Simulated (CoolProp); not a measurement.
The fluid at 298.15 K and 0.102 MPa flows at 0.079 m/s in a round tube of 25 mm bore and 0.25 µm roughness, fully developed (64/Re and Nu = 3.66 if laminar; Colebrook and Gnielinski if turbulent). The same conditions are run with several fluids, on thermodynamics alone (safety and materials aside).

Values from CoolProp's reference Helmholtz-energy equation of state of each fluid (R134a: Tillner-Roth 1994; oxygen: Schmidt 1985; C2F6 (R116): Lemmon 2006; R404A: Lemmon 2003). Blends and air are pseudo-pure fits.

| fluid | Reynolds number | Darcy friction factor | pressure drop (Pa/m) | heat-transfer coefficient (W/(m² K)) | mass flow (kg/h) |
|---|---|---|---|---|---|
| R134a | ___ | 0.0893 | ___ | ___ | ___ |
| oxygen | 127 | 0.505 | 0.0831 | ___ | 0.184 |
| C2F6 (R116) | 803 | ___ | 0.0571 | 2.17 | ___ |
| R404A | 661 | 0.0969 | ___ | 1.97 | 0.570 |

Task: Fill in the missing entries.

Result: 
- R134a, Reynolds number: 716
- R134a, pressure drop (Pa/m): 0.0478
- R134a, heat-transfer coefficient (W/(m² K)): 1.96
- R134a, mass flow (kg/h): 0.598
- oxygen, heat-transfer coefficient (W/(m² K)): 3.86
- C2F6 (R116), Darcy friction factor: 0.0797
- C2F6 (R116), mass flow (kg/h): 0.801
- R404A, pressure drop (Pa/m): 0.0494

Transport values come from each fluid's own correlations; those of R134a, C2F6 (R116) are estimates that may be off by 10 % or more.
